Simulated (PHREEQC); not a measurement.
A made-up water analysis in mmol/kgw, 25 °C, pH 7.63, pe 12.1:

| constituent | mmol/kgw |
|---|---|
| Na | 0.351 |
| K | 0.0347 |
| Ca | 0.101 |
| Mg | 0.346 |
| Cl | 0.0718 |
| S(6) | 0.146 |
| Alkalinity (meq/kgw) | 0.951 |
| Si | 0.00297 |
| N(5) | 0.00059 |

Valence states are taken as typed.

The numbers come from PHREEQC with the ion-association model, wateq4f.dat.

No solid was allowed to form.

Q: Estimate the charge-balance error.

A: charge-balance error -1.4 %.

Q: In which forms is Ca present?

A: Ca+2 97 %, CaSO4 1.8 %, CaHCO3+ 1.0 % of the Ca.

Species that the database lacks are ignored.
